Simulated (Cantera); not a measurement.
Standard-state values (1 bar) from the NASA 1993 polynomials, evaluated with Cantera. Values are per mole of reaction as written; species without (g) are pure solids or liquids, kept so even where they would boil at 1 bar.

4 CS2(g) + C2H6(g) = 8 S + 3 C2H2(g)

```csv
T (K),ΔH° (kJ),ΔS° (J/K),ΔG° (kJ),log10 K,condensed phases
300,300.8,-321.4,397.2,-69.16,S(s)
498,346.0,-208.8,450.0,-47.20,S(l)
548,355.7,-190.2,459.9,-43.84,S(l)
598,364.1,-175.6,469.1,-40.97,S(l)
648,?,?,?,?,S(l)
698,?,?,?,?,S(l)
748,?,?,?,?,S(l)
798,?,?,?,?,S(l)
```

Problem. What belongs in the gaps?

Solution. 
- 648, ΔH° (kJ): 371.0
- 648, ΔS° (J/K): -164.5
- 648, ΔG° (kJ): 477.6
- 648, log10 K: -38.50
- 698, ΔH° (kJ): 376.7
- 698, ΔS° (J/K): -156.0
- 698, ΔG° (kJ): 485.6
- 698, log10 K: -36.34
- 748, ΔH° (kJ): 381.7
- 748, ΔS° (J/K): -149.1
- 748, ΔG° (kJ): 493.2
- 748, log10 K: -34.44
- 798, ΔH° (kJ): 386.5
- 798, ΔS° (J/K): -142.8
- 798, ΔG° (kJ): 500.5
- 798, log10 K: -32.76
